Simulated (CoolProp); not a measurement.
Hexamethyldisiloxane (MM) along the isotherm 346.85 °C: Z from the reference equation and from simpler models built on Tc = 245.6 °C, pc = 19.31 bar, ω = 0.418; each cubic takes its own stable root.

The numbers come from the reference Helmholtz-energy equation of state, Thol 2016 in CoolProp.

| p (bar) | phase | reference |
|---|---|---|
| 16.1 | gas | 0.8419 |
| 32.2 | supercritical | 0.6997 |
| 48.3 | supercritical | 0.6056 |
| 64.4 | supercritical | 0.6088 |
| 80.5 | supercritical | 0.6650 |
| 96.6 | supercritical | 0.7366 |
| 113 | supercritical | 0.8148 |
| 129 | supercritical | 0.8928 |
| 145 | supercritical | 0.9711 |
| 161 | supercritical | 1.049 |
| 177 | supercritical | 1.127 |
| 193 | supercritical | 1.204 |

Q: How far does each simpler model (Soave-Redlich-Kwong, Peng-Robinson) lie from the reference over these 12 states: mean and median of the absolute difference, and the worst?

A: 
- Soave-Redlich-Kwong: mean 5.6 %, median 4.5 %, worst +11.8 % at 346.85 °C and 64.4 bar
- Peng-Robinson: mean 3.7 %, median 3.4 %, worst -7.7 % at 346.85 °C and 193 bar
